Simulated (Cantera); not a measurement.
Charge: 1 mol Si(CH₃)₄, 0.0082 mol C₂H₂, 1700 mol H₂, at 2350 °C and 0.00470 bar.

Equilibrium computed with Cantera from the NASA thermochemical tables; the gas is ideal and each condensed phase is pure. Candidate condensed phases: C, C₆H₆, C₇H₈, C₈H₁₈, Si, SiC; 87 gas species. Kinetics and transport are ignored.

### Question
What is the equilibrium state?

### Answer
```json
{
  "x(H₂)": "0.545",
  "x(H)": "0.454",
  "x(C₂H₂ (acetylene))": "0.000780",
  "x(Si)": "0.000435",
  "x(C₂H)": "5.97e-5",
  "x(C)": "5.04e-5",
  "x(C₃)": "1.50e-5",
  "x(SiC₂)": "1.28e-5",
  "x(C₂)": "4.98e-6",
  "gas_amount": "2208 mol",
  "log10 activity of C(graphite) (absent)": "-0.55",
  "log10 activity of Si(l) (absent)": "-3.75"
}
```
